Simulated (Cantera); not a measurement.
Input: 1 mol AlN, 10 mol O2, 41 mol N2, 3.1 mol H2O, held at 0.420 bar.

Cantera equilibrium calculation (NASA polynomials, part measured and part estimated; ideal gas, pure solids and liquids). Candidate condensed phases: Al, AlN, Al2O3, H2O; 35 gas species. Gases not in the tables: Al(OH)3. Kinetics and transport are ignored.

### Question
At 1300 °C, list the 4 most abundant gas species with their mole fractions, and the condensed phases.

### Answer
N2 0.770, O2 0.171, H2O 0.0575, NO 0.00153. Condensed: Al2O3(s).
